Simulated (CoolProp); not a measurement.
Vapour-liquid equilibrium of propylene (1) + propane (2) at 0.137 MPa; x and y are mole fractions of (1).

Computed with CoolProp (multi-fluid Helmholtz-energy mixture model, Lemmon 2013 and Lemmon 2009; pair parameters Bell 2016).

```csv
x,"bubble temperature, mixture model (°C)","bubble temperature, Raoult's law (°C)","y, mixture model","y, Raoult's law"
0.05,-35.5,-35.4,0.068,0.063
0.2,[?],-36.3,0.251,0.241
0.35,-37.9,-37.2,[?],0.406
0.5,-38.8,-38.1,0.557,0.560
0.65,[?],-38.9,0.693,0.703
0.8,-40.1,-39.7,[?],0.836
0.95,[?],-40.5,0.956,0.960
```

Problem. Complete the blanks.

Solution. 
- 0.2, bubble temperature, mixture model (°C): -36.8
- 0.35, y, mixture model: 0.411
- 0.65, bubble temperature, mixture model (°C): -39.5
- 0.8, y, mixture model: 0.825
- 0.95, bubble temperature, mixture model (°C): -40.6

The largest gap from Raoult's law is -0.7 K in bubble temperature, at x = 0.5. No azeotrope shows between x = 0.05 and 0.95.

Pair parameters are fitted to limited data, so mixtures are less certain than the pure fluids.
